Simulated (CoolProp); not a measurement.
A single-stage vapour-compression cycle with isobutane: evaporating at 280.15 K (dew point), condensing at 304.15 K (bubble point), superheat 5 K, subcooling 0 K, compressor efficiency 0.8, no pressure losses. Each further row changes one setting.

Model: reference Helmholtz-energy equation of state, Bücker 2006, in CoolProp.

```json
[
 {"case": "as stated", "cooling COP": "(withheld)", "pressure ratio": "2.08", "discharge temperature (K)": "310.5", "refrigerating effect (kJ/kg)": "298", "volumetric capacity (kJ/m³)": "1560"},
 {"case": "evaporating temperature 285.15 K", "cooling COP": "11.0", "pressure ratio": "(withheld)", "discharge temperature (K)": "310.0", "refrigerating effect (kJ/kg)": "305", "volumetric capacity (kJ/m³)": "(withheld)"},
 {"case": "condensing temperature 299.15 K", "cooling COP": "10.9", "pressure ratio": "(withheld)", "discharge temperature (K)": "305.5", "refrigerating effect (kJ/kg)": "311", "volumetric capacity (kJ/m³)": "1620"},
 {"case": "subcooling 5 K", "cooling COP": "(withheld)", "pressure ratio": "2.08", "discharge temperature (K)": "310.5", "refrigerating effect (kJ/kg)": "311", "volumetric capacity (kJ/m³)": "1620"},
 {"case": "superheat 15 K", "cooling COP": "(withheld)", "pressure ratio": "2.08", "discharge temperature (K)": "(withheld)", "refrigerating effect (kJ/kg)": "315", "volumetric capacity (kJ/m³)": "1580"},
 {"case": "compressor efficiency 0.7", "cooling COP": "(withheld)", "pressure ratio": "2.08", "discharge temperature (K)": "313.3", "refrigerating effect (kJ/kg)": "298", "volumetric capacity (kJ/m³)": "1560"}
]
```

Q: What belongs in the gaps?

A: 
- as stated, cooling COP: 8.39
- evaporating temperature 285.15 K, pressure ratio: 1.77
- evaporating temperature 285.15 K, volumetric capacity (kJ/m³): 1860
- condensing temperature 299.15 K, pressure ratio: 1.81
- subcooling 5 K, cooling COP: 8.73
- superheat 15 K, cooling COP: 8.49
- superheat 15 K, discharge temperature (K): 320.4
- compressor efficiency 0.7, cooling COP: 7.34
